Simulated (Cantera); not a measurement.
Feed: 1 mol Si, 2 mol HCl, 38 mol H2, held at 1330 Pa.

Method: chemical equilibrium by Gibbs-energy minimisation in Cantera with the NASA 1993 tables (ideal gas, pure condensed phases). Candidate condensed phases: Si; 19 gas species. Kinetics and transport are ignored.

Over these rows the condensed part is Si(s). Partial pressures as log10 of bar:

```csv
T (K),1000/T (1/K),log p SiCl4,log p H2,log p HCl
1050,0.9524,-4.24,-1.89,-3.50
1100,0.9091,?,-1.89,-3.39
1150,0.8696,-4.77,-1.89,-3.33
1200,0.8333,-5.16,-1.89,-3.29
1250,0.8000,-5.59,-1.89,-3.28
1300,0.7692,-6.02,-1.89,-3.27
```

Task: Fit log p(SiCl4) = a + b·(1000/T) to the five rows, give the apparent enthalpy, and predict the row at 1100 K.

Result: Means: 1000/T = 0.8449, log p = -5.156. Sxy = 0.192942, Sxx = 0.0200474, so b = 9.62 and a = -5.156 − (9.62)×0.8449 = -13.28.
Apparent enthalpy: −19.145 × (9.62) = -184 kJ/mol. With the condensed phases at unit activity, Si(s) + 4 HCl(g) = SiCl4(g) + 2 H2(g) links this pressure to the main gases: over the six rows their terms move log p by +0.92 in all, so the slope isn't that reaction's ΔH° alone. The five rows lie within 0.14 of the line; that is curvature, so one enthalpy describes this range poorly.
Prediction at 1100 K: -13.28 + (9.62)×0.9091 = -4.53. The computed value is -4.46, 0.07 from the line.
